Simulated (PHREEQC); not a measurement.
Make-up at 25 °C: 7.9 mmol/kgw Cu(BF4)2. Closed to the air; pH follows from the charge balance.

Equilibrium calculation in PHREEQC: ion-association model, phreeqc.dat.

Task: The ionic strength comes out as 0.0248 mol/kgw. What activity coefficients do BF2(OH)2-, BF3OH-, BF4-, Cu+2, F- get?

Result: BF2(OH)2- 0.86, BF3OH- 0.86, BF4- 0.86, Cu+2 0.57, F- 0.86.

No solid was allowed to form. Complexes and solids missing from the database can't appear. Real BF4- forms and hydrolyses slowly; the run takes it at equilibrium.
